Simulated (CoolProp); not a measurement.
Carbon monoxide at 273.2 K and 9.05 MPa is throttled through a valve to 0.67 MPa with no heat exchange. Each further row changes one setting.

Values from CoolProp's reference Helmholtz-energy equation of state, Lemmon 2006. It is a short technical equation, of lower accuracy than the large ones.

| case | temperature change (K) | final density (kg/m³) |
|---|---|---|
| as stated | -22.5 | ? |
| outlet pressure 0.201 MPa | ? | ? |
| outlet pressure 0.871 MPa | ? | ? |

**Question.** Some entries are withheld; supply them.

**Answer.** 
- as stated, final density (kg/m³): 9.07
- outlet pressure 0.201 MPa, temperature change (K): -24.2
- outlet pressure 0.201 MPa, final density (kg/m³): 2.73
- outlet pressure 0.871 MPa, temperature change (K): -21.8
- outlet pressure 0.871 MPa, final density (kg/m³): 11.8
